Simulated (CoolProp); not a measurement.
Properties of R1123 along the isobar 5.36 MPa (Tc = 58.6 °C, pc = 4.549 MPa, ω = 0.243).

Model: reference Helmholtz-energy equation of state, Akasaka 2020, in CoolProp.

```
T (°C)   phase       Z  cp (kJ/(kg K))  cv (kJ/(kg K))  expansivity (1/kK)  fugacity coefficient
------  ------  ------  --------------  --------------  ------------------  --------------------
-47.15  liquid  0.1781           1.289          0.8042               2.357               0.04167
-35.45  liquid  0.1743           1.312          0.8108               2.541               0.06608
-23.75  liquid  0.1713           1.341          0.8185               2.771               0.09902
-12.15  liquid  0.1693           1.375          0.8272               3.063                0.1409
-0.45   liquid  0.1683           1.420          0.8374               3.451                0.1930
11.25   liquid  0.1686           1.479          0.8493               3.989                0.2547
22.95   liquid  0.1704           1.563          0.8636               4.788                0.3254
34.65   liquid  0.1746           1.693          0.8814               6.112                0.4037
46.25   liquid  0.1830           1.933          0.9058               8.784                0.4865
57.95   liquid  0.2039           2.722          0.9509               18.72                0.5717
```
